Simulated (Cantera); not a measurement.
Feed: 1 mol SiH2Cl2, 0.52 mol C2H2, 150 mol H2, equilibrated at 1448.15 K and 0.0760 bar.

These are equilibrium values from Cantera (NASA tables, ideal gas, pure condensed phases), not measurements of a reactor. Candidate condensed phases: C, C6H6, C7H8, C8H18, Si, SiC; 109 gas species. Kinetics and transport are ignored.

Base state: H2 0.987, HCl 0.0131, CH4 0.000247, H 3.33e-5 (mole fractions); condensed: C(graphite) + SiC(s).

Question: What changes in the equilibrium state with this change: H2 from 150 to 1.1 mol?

Answer: 
```csv
species,before,after
H2,0.987,0.498
HCl,0.0131,0.474
SiCl4,1.91e-9,0.0128
SiCl3,4.06e-8,0.00536
SiHCl3,1.23e-8,0.00115
SiCl2,3.17e-6,0.00822
"C(graphite), mol",0.00138,0.138
"SiC(s), mol",1.000,0.902
```
The tables' values for SiCl3 are old estimates; treat these amounts as uncertain.
